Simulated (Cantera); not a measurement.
Mixture: H2 : O2 : N2 = 1 : 0.333 : 1.25 (molar parts), equivalence ratio 1.5, at 210000 Pa, adiabatic and at constant pressure. Ignition delay is the time to a rise of 400 K.

Computed with Cantera and the H2/O2 subset of GRI-Mech 3.0, which has no nitrogen chemistry. The hydrogen kinetics of GRI-Mech 3.0 are dated; newer H2 mechanisms differ, most at raised pressure. Below about 950 K walls govern HO2 and H2O2 in real vessels.

Q: What does this change do: pressure from 210000 Pa to 2500000 Pa?

A: 
```csv
quantity,before,after
delay at 873 K,0.519 s,0.111 s
delay at 948 K,43.5 ms,15.1 ms
delay at 1023 K,1.41 ms,2.77 ms
delay at 1098 K,67.5 µs,0.626 ms
delay at 1173 K,31.0 µs,0.161 ms
delay at 1248 K,19.0 µs,42.8 µs
apparent activation energy between 1098 and 1248 K,96 kJ/mol,200 kJ/mol
```
The pressure lies above the range GRI-Mech 3.0 was tuned for (to about 10 atm).

Q: What does this change do: pressure from 210000 Pa to 500000 Pa?

A: 
```json
[
 {"quantity": "delay at 873 K", "before": "0.519 s", "after": "0.313 s"},
 {"quantity": "delay at 948 K", "before": "43.5 ms", "after": "37.2 ms"},
 {"quantity": "delay at 1023 K", "before": "1.41 ms", "after": "4.98 ms"},
 {"quantity": "delay at 1098 K", "before": "67.5 µs", "after": "0.494 ms"},
 {"quantity": "delay at 1173 K", "before": "31.0 µs", "after": "27.0 µs"},
 {"quantity": "delay at 1248 K", "before": "19.0 µs", "after": "10.2 µs"}
]
```
